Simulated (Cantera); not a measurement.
A closed system holds: 1 mol Si2H6, 0.49 mol CO2, equilibrated at 0.133 bar.

Cantera equilibrium calculation (NASA polynomials, part measured and part estimated; ideal gas, pure solids and liquids). Candidate condensed phases: C, C6H6, C7H8, C8H18, H2O, Si, SiC, SiO2; 123 gas species. The feed counts by its element totals alone. Equilibrium is a limit: real reactors are often held back by kinetics, nucleation or transport. All values below are at 377 °C.

Base state: H2 1.000, CH4 1.19e-5 (mole fractions); condensed: Si(s) + SiC(s) + SiO2(α-quartz).

Question: What changes in the equilibrium state with this change: CO2 from 0.49 to 19 mol?

Answer: 
```
species               before    after
-------------------  -------  -------
CO2                    <1e-9    0.832
H2O                    <1e-9    0.124
H2                     1.000   0.0291
CO                     <1e-9   0.0125
CH4                  1.19e-5  0.00293
Si(s), mol              1.02        0
SiC(s), mol            0.490        0
SiO2(α-quartz), mol    0.490     2.00
C(graphite), mol           0     3.00
```
